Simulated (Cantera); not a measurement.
Ignition delay

Mixture: CH3OH : O2 : N2 = 1 : 2.73 : 15.5 (molar parts), equivalence ratio 0.55, at 36.0 bar, adiabatic and at constant volume. Ignition delay is the time to a rise of 400 K.

Detailed kinetics in Cantera: GRI-Mech 3.0 (53 species, 325 reactions). GRI-Mech 3.0 was tuned for natural gas; its chemistry of methanol as a main component is partial and can be far from experiment. The pressure lies above the range GRI-Mech 3.0 was tuned for (to about 10 atm).

```csv
T0 (K),delay (ms)
1173,1.28
1248,0.366
1323,0.122
1398,0.0473
1473,0.0208
1548,0.0102
1623,0.00548
1698,0.00315
1773,0.00191
```

```json
{
  "apparent activation energy between 1623 and 1773 K": "170 kJ/mol"
}
```
